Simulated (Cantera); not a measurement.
An adiabatic, constant-pressure homogeneous reactor starts with CH4 : O2 : N2 = 1 : 1.33 : 5.01 (molar parts), equivalence ratio 1.5, at 1125 K and 9.18 atm. Integrator tolerance rtol = 1e-08.

Model: GRI-Mech 3.0 (53 species, 325 reactions), integrated in Cantera.

Question: What does this change do: 0.011 parts H2 added?

Answer: 
```
quantity                                                              before                                      after
---------------------------------  -----------------------------------------  -----------------------------------------
time of steepest temperature rise                                    16.7 ms                                    12.7 ms
temperature at 2.00 s                                                 2533 K                                     2531 K
equilibrium temperature                                               2533 K                                     2531 K
x(CH4) at 2.00 s                   5.47e-11 (gas-phase equilibrium 6.17e-11)  5.73e-11 (gas-phase equilibrium 6.46e-11)
x(O2) at 2.00 s                      2.75e-5 (gas-phase equilibrium 2.75e-5)    2.64e-5 (gas-phase equilibrium 2.64e-5)
x(CH2O) at 2.00 s                    2.56e-8 (gas-phase equilibrium 2.56e-8)    2.60e-8 (gas-phase equilibrium 2.60e-8)
x(NO) at 2.00 s                    0.000249 (gas-phase equilibrium 0.000249)  0.000243 (gas-phase equilibrium 0.000243)
x(CH2CO) at 2.00 s                     <1e-12 (gas-phase equilibrium <1e-12)      <1e-12 (gas-phase equilibrium <1e-12)
x(C2H) at 2.00 s                       <1e-12 (gas-phase equilibrium <1e-12)      <1e-12 (gas-phase equilibrium <1e-12)
x(H) at 2.00 s                       0.00262 (gas-phase equilibrium 0.00262)    0.00262 (gas-phase equilibrium 0.00262)
```

Question: What does this change do: O2 1.33 to 0.94 parts?

Answer: 
| quantity | before | after |
|---|---|---|
| time of steepest temperature rise | 16.7 ms | 27.6 ms |
| temperature at 2.00 s | 2533 K | 1973 K |
| equilibrium temperature | 2533 K | 1973 K |
| x(CH4) at 2.00 s | 5.47e-11 (gas-phase equilibrium 6.17e-11) | 1.94e-8 (gas-phase equilibrium 2.17e-8) |
| x(O2) at 2.00 s | 2.75e-5 (gas-phase equilibrium 2.75e-5) | 2.27e-9 (gas-phase equilibrium 2.27e-9) |
| x(CH2O) at 2.00 s | 2.56e-8 (gas-phase equilibrium 2.56e-8) | 6.44e-8 (gas-phase equilibrium 6.44e-8) |
| x(NO) at 2.00 s | 0.000249 (gas-phase equilibrium 0.000249) | 9.57e-7 (gas-phase equilibrium 6.61e-7) |
| x(CH2CO) at 2.00 s | <1e-12 (gas-phase equilibrium <1e-12) | 4.63e-12 (gas-phase equilibrium 5.17e-12) |
| x(C2H) at 2.00 s | <1e-12 (gas-phase equilibrium <1e-12) | <1e-12 (gas-phase equilibrium <1e-12) |
| x(H) at 2.00 s | 0.00262 (gas-phase equilibrium 0.00262) | 0.000176 (gas-phase equilibrium 0.000176) |
